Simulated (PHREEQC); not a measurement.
Consider water at 61 °C with 0.012 mol HF, 5e-05 mol CsF and 4.6e-05 mol HCl per kg of water. Closed to the air; pH follows from the charge balance.

Model: ion-association model, wateq4f.dat, run in PHREEQC.

```json
{
  "pH": "2.73",
  "ionic_strength": "0.00200 mol/kgw",
  "total_alkalinity": "-12.1 meq/kg"
}
```

| species | molality | activity | log γ |
|---|---|---|---|
| HF | 0.00988 | 0.00989 | 0.000 |
| H+ | 0.00195 | 0.00186 | -0.022 |
| F- | 0.00187 | 0.00178 | -0.023 |
| HF2- | 8.15e-5 | 7.73e-5 | -0.023 |
| H2F2 | 6.39e-5 | 6.39e-5 | 0.000 |
| Cs+ | 5.00e-5 | 4.74e-5 | -0.023 |

No solid was allowed to form. Complexes and solids missing from the database can't appear. At this temperature some constants are extrapolated from 25 °C, and those without enthalpy data are left unchanged.
